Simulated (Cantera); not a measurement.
A closed system holds: 1 mol SiO2, 0.55 mol CH4, 8.5 mol H2, held at 75.0 Torr.

Cantera equilibrium calculation (NASA polynomials, part measured and part estimated; ideal gas, pure solids and liquids). Candidate condensed phases: C, C6H6, C7H8, C8H18, H2O, Si, SiC, SiO2; 123 gas species. Mutual solubility and eutectic melting of coexisting phases are not modelled. The tables hold silica as quartz up to 1696 K and as liquid above; real silica turns to tridymite and cristobalite and melts near 1996 K. Kinetics and transport are ignored. All values below are at 1150 K.

Base state: H2 0.998, CH4 0.00233, CO 0.000146 (mole fractions); condensed: C(graphite) + SiC(s) + SiO2(β-quartz).

What changes in the equilibrium state with this change: pressure from 75.0 Torr to 0.173 Torr?


```
species                before    after
-------------------  --------  -------
H2                      0.998    0.963
CO                   0.000146   0.0368
SiO                   4.17e-8  2.18e-5
CH4                   0.00233  3.47e-6
C(graphite), mol        0.526        0
SiC(s), mol          0.000701    0.183
SiO2(β-quartz), mol     0.999    0.817
```
